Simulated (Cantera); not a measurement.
Carbothermic reduction: Cu₂O + CO

Charge: 1 mol Cu₂O, 0.55 mol CO.

These are equilibrium values from Cantera (NASA tables, ideal gas, pure condensed phases), not measurements of a reactor. Candidate condensed phases: C, Cu, CuO, Cu₂O; 15 gas species. Each liquid is taken as pure. Mutual solubility and eutectic melting of coexisting phases are not modelled. Kinetics and transport are ignored.

Task: Map the stable condensed phases over T = 1300, 1325, 1350, 1375, 1400, 1425, 1450, 1475, 1500, 1525, 1550, 1575, 1600 K and P in Pa = 10, 68, 460, 3200, 22000, 150000, 1000000.

Result: 
```
T in K \ P in Pa
              10      68     460    3200   22000  150000 1000000
   1600        A       A       B       B       B       B       B
   1575        A       A       B       B       B       B       B
   1550        A       A       B       B       B       B       B
   1525        A       B       B       B       B       B       B
   1500        A       B       B       B       B       B       B
   1475        A       B       B       B       B       B       B
   1450        A       B       B       B       B       B       B
   1425        B       B       B       B       B       B       B
   1400        B       B       B       B       B       B       B
   1375        B       B       B       B       B       B       B
   1350        B       B       B       B       B       B       B
   1325        B       B       B       B       B       B       B
   1300        B       B       B       B       B       B       B
```
A: Cu; B: Cu + Cu₂O.
